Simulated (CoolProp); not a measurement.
Neopentane at 298.15 K and 0.0732 MPa is throttled through a valve to 0.0325 MPa with no heat exchange. Each further row changes one setting.

Values from CoolProp's reference Helmholtz-energy equation of state, Lemmon 2006. It is a short technical equation, of lower accuracy than the large ones.

| case | temperature change (K) | final density (kg/m³) |
|---|---|---|
| as stated | ___ | 0.960 |
| outlet pressure 0.00975 MPa | ___ | ___ |
| outlet pressure 0.0423 MPa | -0.8 | 1.25 |

Task: Fill in the missing entries.

Result: 
- as stated, temperature change (K): -1.0
- outlet pressure 0.00975 MPa, temperature change (K): -1.6
- outlet pressure 0.00975 MPa, final density (kg/m³): 0.286
